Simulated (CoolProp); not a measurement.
CF4 (R14) at several states: density (kg/m³) from the reference equation and from simpler models built on Tc = 227.4 K, pc = 3.762 MPa, ω = 0.178; each cubic takes its own stable root.

Model: reference Helmholtz-energy equation of state, Platzer 1990, in CoolProp. This equation is an older, rougher fit; its heat capacities, sound speeds and derivatives of the liquid may be far off and weren't checked against measurements.

```
T (K)  p (MPa)   phase  reference  Redlich-Kwong  Soave-Redlich-Kwong  Peng-Robinson
-----  -------  ------  ---------  -------------  -------------------  -------------
243.3    0.316     gas      14.08          14.08                14.07          14.12
384.3   0.0243     gas     0.6695         0.6696               0.6694         0.6695
385.7    0.997     gas      27.68          27.82                27.62          27.77
219.3    0.343     gas      17.16          17.16                17.17          17.23
164.9    0.416  liquid       1493          29.69                 1449           1642
```

At some of these states Redlich-Kwong gives the other phase, because its saturation line lies elsewhere.
